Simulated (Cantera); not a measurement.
A perfectly stirred reactor is fed with H2 : O2 : N2 = 1.4 : 1 : 10 (molar parts), equivalence ratio 0.70, at 26000 Pa; it is held at 1400 K, and followed from long to short residence time.

Computed with Cantera and the H2/O2 subset of GRI-Mech 3.0, which has no nitrogen chemistry. The temperature is held fixed by assumption; the heat of reaction is taken as removed at once.

One state of this run: x H2 = 0.000302; x O2 = 0.0256; x H2O = 0.119; x H2O2 = 1.31e-7; x O = 0.000116. x: mole fraction; the columns are a selection and need not sum to one.

Problem. Which value of τ (s) does it belong to?
(A) 0.19
(B) 0.010
(C) 0.80
(D) 3.4

Solution. C, 0.80
